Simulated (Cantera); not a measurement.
Ignition delay

Mixture: 8.73 % CO, 8.29 % H2, 10.4 % O2, 72.6 % N2, equivalence ratio 0.82, at 2780 Torr, adiabatic and at constant pressure. Ignition delay is the time to a rise of 400 K.

Computed with Cantera and GRI-Mech 3.0 (53 species, 325 reactions). The hydrogen kinetics of GRI-Mech 3.0 are dated; newer H2 mechanisms differ, most at raised pressure. Where the delays flatten at high temperature, the 400 K rule measures the pace of heat release, not the induction time.

```json
[
 {"T0 (K)": "975", "delay (ms)": "13.7"},
 {"T0 (K)": "1025", "delay (ms)": "2.38"},
 {"T0 (K)": "1075", "delay (ms)": "0.306"},
 {"T0 (K)": "1125", "delay (ms)": "0.0786"},
 {"T0 (K)": "1175", "delay (ms)": "0.0408"},
 {"T0 (K)": "1225", "delay (ms)": "0.0273"},
 {"T0 (K)": "1275", "delay (ms)": "0.0205"},
 {"T0 (K)": "1325", "delay (ms)": "0.0165"}
]
```

```
Quantity                                                Value
--------------------------------------------------  ---------
apparent activation energy between 1225 and 1325 K  68 kJ/mol
```
